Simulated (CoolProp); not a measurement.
Oxygen at 236.01 K and 0.226 MPa flows at 1 m/s in a round tube of 1 mm bore and 1.5 µm roughness, fully developed (64/Re and Nu = 3.66 if laminar; Colebrook and Gnielinski if turbulent). Each further row changes one setting.

The numbers come from the reference Helmholtz-energy equation of state, Schmidt 1985 in CoolProp.

```csv
case,Reynolds number,Darcy friction factor,pressure drop (Pa/m),heat-transfer coefficient (W/(m² K)),mass flow (kg/h)
as stated,218,0.294,544,78.2,0.0105
velocity 2 m/s,436,0.147,1090,78.2,0.0209
diameter 2 mm,436,0.147,136,39.1,0.0418
```

Viscosity comes from a separate model (Lemmon 2004). Thermal conductivity comes from a separate model (Lemmon 2004).
